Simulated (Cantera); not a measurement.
# Dilute partial oxidation

An isothermal, constant-pressure homogeneous reactor starts with 1.18 % CH3OH, 0.237 % O2, 98.6 % N2, at 1098 K and 2100 Torr.

Cantera simulation using GRI-Mech 3.0 (53 species, 325 reactions); the numbers are that mechanism's predictions, not measurements. GRI-Mech 3.0 was tuned for natural gas; its chemistry of methanol as a main component is partial and can be far from experiment.

| t (s) | x CH3OH | x O2 | x H2O2 | x NO2 | x HCO | x CO | x C2H4 |
|---|---|---|---|---|---|---|---|
| 9.00e-5 | 0.0118 | 0.00237 | <1e-12 | <1e-12 | <1e-12 | 6.49e-10 | <1e-12 |
| 0.000419 | 0.0118 | 0.00237 | 5.02e-12 | <1e-12 | <1e-12 | 3.08e-9 | <1e-12 |
| 0.00195 | 0.0118 | 0.00237 | 3.61e-10 | <1e-12 | <1e-12 | 1.44e-8 | <1e-12 |
| 0.00911 | 0.0118 | 0.00237 | 1.16e-8 | <1e-12 | <1e-12 | 7.01e-8 | 1.46e-12 |
| 0.0424 | 0.0118 | 0.00235 | 7.14e-7 | <1e-12 | 9.74e-11 | 2.06e-6 | 5.57e-12 |
| 0.198 | 0.000101 | 3.10e-7 | 5.33e-11 | <1e-12 | 9.18e-10 | 0.0112 | 7.13e-7 |
| 0.921 | 1.58e-6 | 2.09e-7 | 1.14e-12 | <1e-12 | 1.62e-11 | 0.0114 | 8.86e-7 |
| 4.29 | 1.02e-9 | 1.49e-7 | <1e-12 | <1e-12 | 4.44e-12 | 0.0114 | 8.69e-7 |
| 20.0 | 1.36e-12 | 6.32e-8 | <1e-12 | <1e-12 | 2.67e-12 | 0.0114 | 7.89e-7 |
x: mole fraction; the columns are a selection and need not sum to one.

Equilibrium at this temperature and pressure: CH3OH <1e-12, O2 <1e-12, H2O2 <1e-12, NO2 <1e-12, HCO <1e-12, CO 0.0100, C2H4 <1e-12 (gas phase only).
